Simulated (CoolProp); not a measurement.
Propylene along the isotherm 566.4 K: density (kg/m³) from the reference equation and from simpler models built on Tc = 364.2 K, pc = 4.555 MPa, ω = 0.146; each cubic takes its own stable root.

Model: reference Helmholtz-energy equation of state, Lemmon 2013, in CoolProp.

```
p (MPa)          phase  reference
-------  -------------  ---------
3.8                gas      36.09
7.59     supercritical      76.04
11.4     supercritical      118.9
15.2     supercritical      161.4
19       supercritical      200.5
22.8     supercritical      234.4
26.6     supercritical      263.2
30.4     supercritical      287.5
34.2     supercritical      308.3
38       supercritical      326.3
41.8     supercritical      342.0
45.5     supercritical      355.6
```

### Question
How far does each simpler model (ideal gas, Redlich-Kwong, Soave-Redlich-Kwong, Peng-Robinson) lie from the reference over these 12 states: mean and median of the absolute difference, and the worst?

### Answer
- ideal gas: mean 9.9 %, median 10.2 %, worst -15.9 % at 566.4 K and 15.2 MPa
- Redlich-Kwong: mean 1.4 %, median 1.1 %, worst +2.4 % at 566.4 K and 11.4 MPa
- Soave-Redlich-Kwong: mean 4.7 %, median 5.1 %, worst -6.5 % at 566.4 K and 22.8 MPa
- Peng-Robinson: mean 1.4 %, median 0.8 %, worst +4.0 % at 566.4 K and 45.5 MPa
